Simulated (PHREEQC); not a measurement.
Dissolve 0.0026 mol HF, 0.028 mol NaF, 0.035 mol H2SiF6 and 0.015 mol HCl per kg of water at 25 °C. Closed to the air; pH follows from the charge balance.

Computed with PHREEQC (ion-association model, phreeqc.dat).

Precipitation was switched off in this run.

**Question.** Estimate the pH.

**Answer.** pH 1.33.

**Question.** In which forms is F present?

**Answer.** SiF6-2 87 %, HF 12 % of the F.

Complexes and solids missing from the database can't appear. SiF6-2 is the database's only silicon fluoride.
